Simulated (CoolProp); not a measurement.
Vapour-liquid equilibrium of isobutene (1) + acetone (2) at 114.85 °C; x and y are mole fractions of (1).

The numbers come from the multi-fluid Helmholtz-energy mixture model, Lemmon 2005 and Lemmon 2006; pair parameters Bell 2016 in CoolProp.

**Question.** Give the bubble pressure and the first vapour's composition at x = 0.05, 0.35, 0.65. Is there an azeotrope?

**Answer.** x = 0.05: 695.1 kPa, y = 0.235; x = 0.35: 1452 kPa, y = 0.680; x = 0.65: 1933 kPa, y = 0.817. No azeotrope shows between x = 0.05 and 0.95.

The pair parameters rest on a limited set of measurements; away from them the model extrapolates.
